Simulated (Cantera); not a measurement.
# AlN + H2 (nitride etching)

Input: 1 mol AlN, 2.8 mol H2, at 4.73 Torr.

Cantera equilibrium calculation (NASA polynomials, part measured and part estimated; ideal gas, pure solids and liquids). Candidate condensed phases: Al, AlN; 13 gas species. Rates play no part.

| T (K) | log p H2 | log p Al | log p H | log p N2 | log p AlH | log p Al2 | n AlN(s) |
|---|---|---|---|---|---|---|---|
| 1150 | -2.20 | -11.28 | -8.23 | -11.40 | -11.53 | <-14 | 1.00 |
| 1200 | -2.20 | -10.46 | -7.81 | -10.62 | -10.85 | <-14 | 1.00 |
| 1250 | -2.20 | -9.71 | -7.42 | -9.89 | -10.22 | <-14 | 1.00 |
| 1300 | -2.20 | -9.02 | -7.06 | -9.23 | -9.64 | <-14 | 1.000 |
| 1350 | -2.20 | -8.38 | -6.72 | -8.60 | -9.11 | <-14 | 1.000 |
| 1400 | -2.20 | -7.78 | -6.41 | -8.02 | -8.62 | -14.14 | 1.000 |
| 1450 | -2.20 | -7.23 | -6.12 | -7.48 | -8.16 | -13.27 | 1.000 |
| 1500 | -2.20 | -6.72 | -5.85 | -6.98 | -7.74 | -12.45 | 1.000 |
| 1550 | -2.20 | -6.24 | -5.60 | -6.51 | -7.34 | -11.68 | 1.000 |
| 1600 | -2.20 | -5.79 | -5.37 | -6.06 | -6.97 | -10.97 | 0.999 |
| 1650 | -2.20 | -5.37 | -5.14 | -5.65 | -6.62 | -10.30 | 0.998 |
| 1700 | -2.20 | -4.98 | -4.93 | -5.26 | -6.29 | -9.67 | 0.995 |
| 1750 | -2.20 | -4.60 | -4.74 | -4.89 | -5.99 | -9.08 | 0.988 |
log p: log10 of the partial pressure in bar; n: condensed amount in mol.

From 1150 K to 1750 K the condensed part is AlN(s).
